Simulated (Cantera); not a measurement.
Cantera run:

```python
import numpy as np
import cantera as ct

gas_names = """
    Fe FeO O O2 O3 S SO SO2 SO3 S2 S2O S8
""".split()
cond_names = """
    Fe(a) Fe(c) Fe(d) Fe(L) FeO(s) FeO(L) FeS(a) FeS(b) FeS(c) FeS(L) FeSO4(s) FeS2(s) Fe2O3(s)
    Fe2S3O12(s) Fe3O4(s) S(cr1) S(cr2) S(L)
""".split()


# ... load() reads the species with a 1 bar reference pressure and builds the phases ...
atoms = {
    'FeS2': {'Fe': 1, 'S': 2},
    'O2': {'O': 2},
}
top_T = {'FeSO4(s)': 950, 'FeS2(s)': 1010, 'Fe2O3(s)': 1830, 'Fe2S3O12(s)': 1100, 'Fe3O4(s)': 1870}  # K; cautious upper limits of use, not melting points


# ... equilibrate(T, P, feed) seeds the gas with the atoms and calls Mixture.equilibrate('TP', solver="vcs", rtol=1e-11, max_steps=5000) ...
results = []
feed = {'FeS2': 1, 'O2': 0.27}  # mol
P = 100000  # Pa
for T in [875, 975, 1075, 1175, 1275, 1375, 1475, 1575, 1675]:
    mix = equilibrate(T, P, feed)
    results.append((T, P, feed, dict(zip(mix.species_names, mix.species_moles))))

top = {s: max(r[3][s] / sum(r[3][g] for g in gas_names) for r in results) for s in gas_names}
cols = sorted((s for s in top if top[s] > 0.0001), key=lambda s: -top[s])[:6]
seen = [c for c in cond_names if any(r[3].get(c, 0) > 1e-12 for r in results)]
print("log10 of partial pressures in bar; condensed amounts in mol")
print(f"{'T/K':>10s}" + "".join(f"{s[:9]:>10s}" for s in cols + seen))
for T, P, feed, n in results:
    ng = sum(n[g] for g in gas_names)
    print(f"{T:10.4g}" + "".join(f"{np.log10(max(n[s] / ng * P / 1e5, 1e-99)):10.3f}" for s in cols)
          + "".join(f"{n.get(c, 0):10.4g}" for c in seen))
```

It prints:

```
log10 of partial pressures in bar; condensed amounts in mol
       T/K       SO2        S2       S2O        SO         S    FeS(c)    FeS(L)   FeS2(s)  Fe3O4(s)
       875    -0.004    -2.098    -2.781    -5.615   -10.819         0         0    0.8973   0.03422
       975    -0.109    -0.686    -1.798    -4.570    -8.792      0.42         0      0.58         0
      1075    -0.381    -0.251    -1.628    -3.991    -7.498         1         0         0         0
      1175    -0.381    -0.251    -1.643    -3.488    -6.604         1         0         0         0
      1275    -0.381    -0.251    -1.656    -3.065    -5.849         1         0         0         0
      1375    -0.381    -0.251    -1.668    -2.703    -5.203         1         0         0         0
      1475    -0.382    -0.251    -1.679    -2.391    -4.644         0         1         0         0
      1575    -0.385    -0.252    -1.689    -2.120    -4.157         0         1         0         0
      1675    -0.388    -0.254    -1.700    -1.882    -3.727         0         1         0         0
```

These are equilibrium values from Cantera (NASA tables, ideal gas, pure condensed phases), not measurements of a reactor. FeS: taken at fixed stoichiometry. Gases not in the tables: S3 to S7.
